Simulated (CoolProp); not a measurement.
Vapour-liquid equilibrium of n-hexane (1) + cyclohexane (2) at 0.0375 MPa; x and y are mole fractions of (1).

Computed with CoolProp (multi-fluid Helmholtz-energy mixture model, Thol 2019 and Zhou 2014; pair parameters Bell 2016).

Problem. Give the bubble temperature and the first vapour's composition at x = 0.65, 0.85, 0.95. Is there an azeotrope?

Solution. x = 0.65: 42.9 °C, y = 0.727; x = 0.85: 41.3 °C, y = 0.888; x = 0.95: 40.5 °C, y = 0.963. No azeotrope shows between x = 0.05 and 0.95.

Pair parameters are fitted to limited data, so mixtures are less certain than the pure fluids.
